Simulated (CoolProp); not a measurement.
The fluid at 419.23 K and 0.374 MPa expands adiabatically to 0.0635 MPa with isentropic efficiency 0.85. The same conditions are run with several fluids, on thermodynamics alone (safety and materials aside).

Computed with CoolProp (reference Helmholtz-energy equation of state of each fluid (isobutene: Lemmon 2005; dry air: Lemmon 2000; n-perfluorohexane: Gao 2022; CH2F2 (R32): Tillner-Roth 1997; R227EA: Lemmon 2016)). Blends and air are pseudo-pure fits.

```tsv
fluid	work (kJ/kg)	final temperature (K)	final density (kg/m³)
isobutene	85.9	…	1.16
dry air	142	…	…
n-perfluorohexane	…	…	6.56
CH2F2 (R32)	…	…	1.23
R227EA	29.0	…	3.38
```

Q: Some entries are withheld; supply them.

A: 
- isobutene, final temperature (K): 372.9
- dry air, final temperature (K): 277.8
- dry air, final density (kg/m³): 0.797
- n-perfluorohexane, work (kJ/kg): 14.4
- n-perfluorohexane, final temperature (K): 401.1
- CH2F2 (R32), work (kJ/kg): 86.4
- CH2F2 (R32), final temperature (K): 325.1
- R227EA, final temperature (K): 386.8
